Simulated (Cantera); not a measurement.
A Cantera script and what it prints.

```python
import numpy as np
import cantera as ct

gas_names = [...]  # 50 gases of nasa_gas.yaml made of F, H, Mg, N, O
cond_names = """
    H2O(s) H2O(L) Mg(cr) Mg(L) MgF2(s) MgF2(L) MgO(s) MgO(L) MgO2H2(s)
""".split()


# ... load() reads the species with a 1 bar reference pressure and builds the phases ...
atoms = {
    'MgO': {'Mg': 1, 'O': 1},
    'HF': {'H': 1, 'F': 1},
    'O2': {'O': 2},
    'NF3': {'N': 1, 'F': 3},
}
top_T = {}  # K; cautious upper limits of use, not melting points


# ... equilibrate(T, P, feed) seeds the gas with the atoms and calls Mixture.equilibrate('TP', solver="vcs", rtol=1e-11, max_steps=5000) ...
results = []
feed = {'MgO': 1, 'HF': 33, 'O2': 0.31, 'NF3': 2.7}  # mol
P = 133.322  # Pa
for T in [1323, 1348, 1373, 1398, 1423, 1448, 1473, 1498, 1523, 1548, 1573, 1598, 1623]:
    mix = equilibrate(T, P, feed)
    results.append((T, P, feed, dict(zip(mix.species_names, mix.species_moles))))

top = {s: max(r[3][s] / sum(r[3][g] for g in gas_names) for r in results) for s in gas_names}
cols = sorted((s for s in top if top[s] > 1e-06), key=lambda s: -top[s])[:9]
seen = [c for c in cond_names if any(r[3].get(c, 0) > 1e-12 for r in results)]
print("log10 of partial pressures in bar; condensed amounts in mol")
print(f"{'T/K':>10s}" + "".join(f"{s[:9]:>10s}" for s in cols + seen))
for T, P, feed, n in results:
    ng = sum(n[g] for g in gas_names)
    print(f"{T:10.4g}" + "".join(f"{np.log10(max(n[s] / ng * P / 1e5, 1e-99)):10.3f}" for s in cols)
          + "".join(f"{n.get(c, 0):10.4g}" for c in seen))
```

Result:

```
log10 of partial pressures in bar; condensed amounts in mol
       T/K        HF         F        N2      MgF2        O2        NO         O        F2     Mg2F4   MgF2(s)
      1323    -2.972    -3.706    -4.361    -5.996    -4.583    -7.420    -8.866    -7.506   -10.171    0.9687
      1348    -2.973    -3.706    -4.361    -5.721    -4.583    -7.353    -8.681    -7.628    -9.804    0.9411
      1373    -2.973    -3.707    -4.362    -5.457    -4.584    -7.289    -8.502    -7.747    -9.451    0.8917
      1398    -2.974    -3.707    -4.363    -5.203    -4.585    -7.228    -8.330    -7.862    -9.111    0.8051
      1423    -2.976    -3.709    -4.364    -4.958    -4.586    -7.169    -8.164    -7.975    -8.783    0.6563
      1448    -2.978    -3.712    -4.367    -4.722    -4.589    -7.114    -8.004    -8.085    -8.468    0.4046
      1473    -2.983    -3.716    -4.371    -4.501    -4.593    -7.062    -7.851    -8.196    -8.176         0
      1498    -2.983    -3.716    -4.371    -4.501    -4.594    -7.008    -7.701    -8.295    -8.322         0
      1523    -2.983    -3.716    -4.371    -4.501    -4.594    -6.956    -7.555    -8.390    -8.462         0
      1548    -2.983    -3.716    -4.371    -4.501    -4.594    -6.906    -7.414    -8.483    -8.598         0
      1573    -2.983    -3.716    -4.371    -4.501    -4.594    -6.857    -7.278    -8.573    -8.729         0
      1598    -2.983    -3.716    -4.371    -4.501    -4.594    -6.809    -7.146    -8.660    -8.856         0
      1623    -2.983    -3.716    -4.372    -4.501    -4.595    -6.763    -7.018    -8.744    -8.979         0
```

These are equilibrium values from Cantera (NASA tables, ideal gas, pure condensed phases), not measurements of a reactor.
